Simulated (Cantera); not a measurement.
What does this Cantera script print?

```python
import numpy as np
import cantera as ct

gas = ct.Solution("gri30.yaml")
gas.TPX = 1748, 32000, {'CH4': 1, 'O2': 4.88, 'N2': 27.3, 'H2O': 1.1, 'H2': 0.59}
reactor = ct.IdealGasConstPressureReactor(gas, energy="on", clone=False)
net = ct.ReactorNet([reactor])
net.rtol, net.atol = 1e-08, 1e-16
show = ['CH4', 'O2', 'H2O', 'HO2', 'NO2']
times = np.geomspace(4e-06, 0.3, 14)

steps = ct.SolutionArray(gas, extra=["t"])
rows = []
print(f"{'t/s':>10s}{'T/K':>9s}{'P/Pa':>11s}" + "".join(f"{s:>11s}" for s in show))
for t in times:
    while net.time < t:
        t_next = net.step()
        steps.append(gas.state, t=t_next)
    rows.append([np.interp(t, steps.t, y) for y in (steps.T, steps.P, *steps(*show).X.T)])
    print(f"{t:10.3e}{rows[-1][0]:9.1f}{rows[-1][1]:11.4g}" + "".join(f"{x:11.3e}" for x in rows[-1][2:]))
rate = np.gradient(steps.T, steps.t)
print("integrator steps:", len(steps.t))
if steps.T.max() > steps.T[0] + 200:
    print(f"time of steepest temperature rise: {steps.t[rate.argmax()]:.4e} s")
gas.TPX = 1748, 32000, {'CH4': 1, 'O2': 4.88, 'N2': 27.3, 'H2O': 1.1, 'H2': 0.59}
gas.equilibrate("HP")
print(f"equilibrium (HP): T = {gas.T:.1f} K  " + "  ".join(f"{s} {gas[s].X[0]:.3e}" for s in show))
```

It prints:

```
       t/s      T/K       P/Pa        CH4         O2        H2O        HO2        NO2
 4.000e-06   1748.0    3.2e+04  2.868e-02  1.399e-01  3.155e-02  5.371e-07  1.484e-19
 9.486e-06   1748.0    3.2e+04  2.867e-02  1.399e-01  3.155e-02  1.231e-06  5.359e-18
 2.249e-05   1747.9    3.2e+04  2.865e-02  1.399e-01  3.156e-02  2.710e-06  1.524e-16
 5.334e-05   1747.9    3.2e+04  2.856e-02  1.399e-01  3.163e-02  5.560e-06  4.187e-15
 1.265e-04   1750.1    3.2e+04  2.727e-02  1.390e-01  3.282e-02  2.049e-05  2.838e-13
 3.000e-04   2080.7    3.2e+04  2.596e-18  7.376e-02  8.456e-02  3.125e-06  7.897e-10
 7.114e-04   2163.9    3.2e+04  3.955e-19  7.238e-02  8.778e-02  2.610e-06  5.274e-09
 1.687e-03   2262.9    3.2e+04  1.863e-19  7.245e-02  9.321e-02  2.387e-06  2.796e-08
 4.000e-03   2338.8    3.2e+04  1.060e-19  7.256e-02  9.767e-02  2.916e-06  1.273e-07
 9.486e-03   2358.3    3.2e+04  8.879e-20  7.239e-02  9.894e-02  3.251e-06  3.421e-07
 2.250e-02   2356.9    3.2e+04  8.710e-20  7.182e-02  9.903e-02  3.225e-06  7.564e-07
 5.335e-02   2353.3    3.2e+04  8.453e-20  7.071e-02  9.915e-02  3.156e-06  1.554e-06
 1.265e-01   2348.3    3.2e+04  8.107e-20  6.921e-02  9.931e-02  3.063e-06  2.627e-06
 3.000e-01   2345.4    3.2e+04  7.905e-20  6.831e-02  9.941e-02  3.009e-06  3.256e-06
integrator steps: 1614
time of steepest temperature rise: 2.0725e-04 s
equilibrium (HP): T = 2345.0 K  CH4 1.176e-19  O2 6.821e-02  H2O 9.942e-02  HO2 3.003e-06  NO2 3.329e-06
```

Detailed kinetics in Cantera: GRI-Mech 3.0 (53 species, 325 reactions).
